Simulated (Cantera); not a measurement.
An adiabatic, constant-pressure homogeneous reactor starts with 5.17 % CH4, 19.9 % O2, 74.9 % N2, equivalence ratio 0.52, at 1225 K and 5.00 bar.

Detailed kinetics in Cantera: GRI-Mech 3.0 (53 species, 325 reactions).

One state of this run: T (K) = 1244; x CH4 = 0.0486; x O2 = 0.197; x C2H6 = 0.000479; x HO2 = 2.61e-5; x C2H2 = 9.67e-8; x CH2 = 2.28e-10. x: mole fraction; the columns are a selection and need not sum to one.

Question: Which value of t (s) does it belong to?
A. 6.08e-5
B. 0.00458
C. 0.00156
D. 0.117

Answer: B, 0.00458
